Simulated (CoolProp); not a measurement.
A single-stage vapour-compression cycle with the fluid: evaporating at 323.15 K (dew point), condensing at 365.15 K (bubble point), superheat 10 K, subcooling 2 K, compressor efficiency 0.6, no pressure losses. The same conditions are run with several fluids, on thermodynamics alone (safety and materials aside).

Values from CoolProp's reference Helmholtz-energy equation of state of each fluid (R11: Jacobsen 1992; R123: Younglove 1994; methanol: de Reuck 1993; 1,2-dichloroethane: Thol 2015; sulfur dioxide: Gao 2016; the fluoroketone C6F12O (FK-5-1-12): McLinden 2015).

Q: Rank R11, R123, methanol, 1,2-dichloroethane, sulfur dioxide, the fluoroketone C6F12O (FK-5-1-12) by cooling COP, highest first.

A: 1,2-dichloroethane (4.20), methanol (4.09), R11 (4.00), R123 (3.88), sulfur dioxide (3.79), the fluoroketone C6F12O (FK-5-1-12) (3.17)

```tsv
fluid	pressure ratio	discharge temperature (K)	refrigerating effect (kJ/kg)	volumetric capacity (kJ/m³)
R11	2.93	395.8	140	1740
R123	3.08	383.5	125	1560
methanol	4.91	484.8	1040	688
1,2-dichloroethane	4.22	413.7	297	334
sulfur dioxide	2.79	447.5	277	5990
the fluoroketone C6F12O (FK-5-1-12)	3.49	365.1	50.8	644
```

The compression ends wet for: the fluoroketone C6F12O (FK-5-1-12).
